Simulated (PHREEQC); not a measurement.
# Acid rinse or clean (model solution)

Solution (25 °C): 1.9 mmol/kgw HF, 1.5 mmol/kgw ZnSO4 and 0.032 mmol/kgw MgCl2. Closed to the air; pH follows from the charge balance.

Computed with PHREEQC (ion-association model, phreeqc.dat).

Each row changes one thing in this solution. This is a speciation only: nothing precipitates in the calculation.

| case | pH | ionic strength (mol/kgw) | HF (mol/kgw) | F- (mol/kgw) | HSO4- (mol/kgw) | HF2- (mol/kgw) |
|---|---|---|---|---|---|---|
| as made | 3.10 | 0.00604 | 0.000977 | 0.000903 | 7.34e-5 | 3.39e-6 |
| temperature from 25 to 20 °C | 3.09 | 0.00610 | 0.000952 | 0.000929 | 6.89e-5 | 3.25e-6 |
| MgCl2 left out | 3.10 | 0.00596 | 0.000978 | 0.000904 | 7.37e-5 | 3.39e-6 |
| ZnSO4 replaced by NaHSO4 at the same molality | 2.76 | 0.00476 | 0.00134 | 0.000551 | 0.000179 | 2.84e-6 |
| HF replaced by NaHF2 at the same molality | 3.37 | 0.00758 | 0.00138 | 0.00236 | 4.02e-5 | 1.25e-5 |
